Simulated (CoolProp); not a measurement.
A simple Rankine cycle with toluene: condensing at 308.15 K, boiler at 1.36 MPa, turbine inlet 549.2 K, turbine efficiency 0.85, pump efficiency 0.8, no recuperator. Each further row changes one setting.

Model: reference Helmholtz-energy equation of state, Lemmon 2006, in CoolProp. It is a short technical equation, of lower accuracy than the large ones.

```json
[
 {"case": "as stated", "thermal efficiency (%)": "24.4", "net work (kJ/kg)": "186", "heat in (kJ/kg)": "762", "turbine exit temperature (K)": "429.1", "volume ratio over the turbine": "207"},
 {"case": "turbine inlet 569.2 K", "thermal efficiency (%)": "24.3", "net work (kJ/kg)": "196", "heat in (kJ/kg)": "806", "turbine exit temperature (K)": "449.8", "volume ratio over the turbine": "203"},
 {"case": "condensing temperature 300.15 K", "thermal efficiency (%)": "25.6", "net work (kJ/kg)": "198", "heat in (kJ/kg)": "776", "turbine exit temperature (K)": "421.5", "volume ratio over the turbine": "301"},
 {"case": "boiler pressure 0.952 MPa", "thermal efficiency (%)": "23.2", "net work (kJ/kg)": "179", "heat in (kJ/kg)": "773", "turbine exit temperature (K)": "439.9", "volume ratio over the turbine": "138"},
 {"case": "turbine efficiency 0.75", "thermal efficiency (%)": "21.5", "net work (kJ/kg)": "164", "heat in (kJ/kg)": "762", "turbine exit temperature (K)": "442.5", "volume ratio over the turbine": "213"}
]
```
